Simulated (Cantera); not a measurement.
# Thermodynamics of halide evaporation, hydrolysis and transport, feed KCl + H2

Charge: 1 mol KCl, 0.17 mol H2, equilibrated at 75.0 Torr.

Cantera equilibrium calculation (NASA polynomials, part measured and part estimated; ideal gas, pure solids and liquids). Candidate condensed phases: K, KCl; 10 gas species. Rates play no part.

From 875 K to 975 K the condensed part is KCl(s). From 1075 K to 1375 K the condensed part is KCl(l). At 1475 K nothing is condensed. The main K-bearing gas is KCl throughout.

| T (K) | x H2 | x KCl | x K2Cl2 | x HCl | x K | x H | x KH | x Cl | n KCl(s) | n KCl(l) |
|---|---|---|---|---|---|---|---|---|---|---|
| 875 | 1.000 | 3.59e-5 | 9.37e-6 | 6.59e-8 | 6.59e-8 | 1.59e-10 | 6.27e-12 | <1e-12 | 1.000 | 0 |
| 975 | 0.999 | 0.000693 | 0.000262 | 1.27e-6 | 1.27e-6 | 3.62e-9 | 1.94e-10 | <1e-12 | 1.000 | 0 |
| 1075 | 0.990 | 0.00684 | 0.00312 | 1.34e-5 | 1.34e-5 | 4.62e-8 | 2.98e-9 | <1e-12 | 0 | 0.998 |
| 1175 | 0.947 | 0.0370 | 0.0162 | 8.36e-5 | 8.36e-5 | 3.77e-7 | 2.52e-8 | 2.91e-11 | 0 | 0.988 |
| 1275 | 0.788 | 0.150 | 0.0613 | 0.000373 | 0.000373 | 2.07e-6 | 1.35e-7 | 8.32e-10 | 0 | 0.941 |
| 1375 | 0.333 | 0.481 | 0.183 | 0.00111 | 0.00111 | 6.25e-6 | 3.29e-7 | 1.73e-8 | 0 | 0.567 |
| 1475 | 0.163 | 0.700 | 0.133 | 0.00209 | 0.00209 | 1.66e-5 | 5.30e-7 | 1.72e-7 | 0 | 0 |
x: gas mole fraction; n: condensed amount in mol.
